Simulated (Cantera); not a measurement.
# Reactions in the system C-F

Standard-state values (1 bar) from the NASA 1993 polynomials, evaluated with Cantera. Values are per mole of reaction as written; species without (g) are pure solids or liquids, kept so even where they would boil at 1 bar.

2 CF3(g) + C = 3 CF2(g)

| T (K) | ΔH° (kJ) | ΔS° (J/K) | ΔG° (kJ) | log10 K |
|---|---|---|---|---|
| 300 | 394.6 | 186.6 | 338.6 | -58.95 |
| 1825 | 379.4 | 174.8 | 60.5 | -1.73 |
| 1925 | 377.8 | 173.9 | 43.0 | -1.17 |
| 2025 | 376.2 | 173.1 | 25.7 | -0.66 |
| 2125 | 374.5 | 172.3 | 8.4 | -0.21 |
| 2225 | 372.8 | 171.5 | -8.8 | 0.21 |
| 2325 | 371.2 | 170.8 | -25.9 | 0.58 |

CF4(g) + CF2(g) = 2 CF3(g)

```tsv
T (K)	ΔH° (kJ)	ΔS° (J/K)	ΔG° (kJ)	log10 K
300	174.5	27.9	166.2	-28.93
1825	174.2	27.3	124.3	-3.56
1925	174.2	27.3	121.6	-3.30
2025	174.2	27.3	118.8	-3.07
2125	174.2	27.3	116.1	-2.85
2225	174.1	27.3	113.4	-2.66
2325	174.1	27.3	110.6	-2.49
```
